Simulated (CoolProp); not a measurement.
Saturation properties of R1233zd(E).

Computed with CoolProp (reference Helmholtz-energy equation of state, Akasaka 2022).

| T (K) | p (bar) | liquid cp (kJ/(kg K)) | vapour Z |
|---|---|---|---|
| 271.5 | 0.4511 | ___ | ___ |
| 282.9 | 0.7309 | 1.155 | ___ |
| 294.3 | 1.134 | 1.178 | 0.9551 |
| 305.7 | 1.693 | 1.202 | 0.9401 |
| 317.2 | ___ | ___ | 0.9220 |
| 328.6 | 3.444 | 1.257 | ___ |
| 340 | 4.713 | 1.288 | 0.8760 |
| 351.4 | 6.309 | 1.323 | 0.8474 |
| 362.8 | ___ | 1.364 | 0.8147 |
| 374.2 | 10.68 | 1.414 | ___ |

**Question.** Fill in the missing entries.

**Answer.** 
- 271.5, liquid cp (kJ/(kg K)): 1.133
- 271.5, vapour Z: 0.9771
- 282.9, vapour Z: 0.9674
- 317.2, p (bar): 2.454
- 317.2, liquid cp (kJ/(kg K)): 1.229
- 328.6, vapour Z: 0.9007
- 362.8, p (bar): 8.280
- 374.2, vapour Z: 0.7773

It boils at 291.3 K under 1 atm.
